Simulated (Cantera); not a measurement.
Input (Python, Cantera) and output of one run.

```python
import numpy as np
import cantera as ct

gas_names = [...]  # 110 gases of nasa_gas.yaml made of C, H, O
cond_names = """
    C(gr) C6H6(L) C7H8(L) C8H18(L),n-octa H2O(s) H2O(L)
""".split()


# ... load() reads the species with a 1 bar reference pressure and builds the phases ...
atoms = {
    'C2H2': {'C': 2, 'H': 2},
    'O2': {'O': 2},
}
top_T = {'C(gr)': 4500}  # K; cautious upper limits of use, not melting points


# ... equilibrate(T, P, feed) seeds the gas with the atoms and calls Mixture.equilibrate('TP', solver="vcs", rtol=1e-11, max_steps=5000) ...
results = []
feed = {'C2H2': 1, 'O2': 1.4}  # mol
T = 1825  # K
P = 610000  # Pa
mix = equilibrate(T, P, feed)
results.append((T, P, feed, dict(zip(mix.species_names, mix.species_moles))))
print(gas.report(threshold=0.0001))
for i in range(1, mix.n_phases):
    print(f"{mix.phase(i).name:16s} {mix.phase_moles(i):12.5e} mol")
```

Output:

```
       temperature   1825 K
          pressure   6.1e+05 Pa
           density   0.94917 kg/m^3
  mean mol. weight   23.611 kg/kmol
   phase of matter   gas

                          1 kg             1 kmol
                     ---------------   ---------------
          enthalpy       -3.7084e+06       -8.7558e+07  J
   internal energy       -4.3511e+06       -1.0273e+08  J
           entropy             10320        2.4365e+05  J/K
    Gibbs function       -2.2542e+07       -5.3223e+08  J
 heat capacity c_p            1713.5             40457  J/K
 heat capacity c_v            1361.3             32142  J/K

                      mass frac. Y      mole frac. X     chem. pot. / RT
                     ---------------   ---------------   ---------------
                CO           0.65327           0.55067           -33.467
               CO2           0.21615           0.11597            -57.48
                H2          0.015591           0.18259           -19.085
               H2O           0.11497           0.15068           -43.097
     [ +106 minor]        7.4677e-06        8.1369e-05

C(gr)             0.00000e+00 mol
```

These are equilibrium values from Cantera (NASA tables, ideal gas, pure condensed phases), not measurements of a reactor.
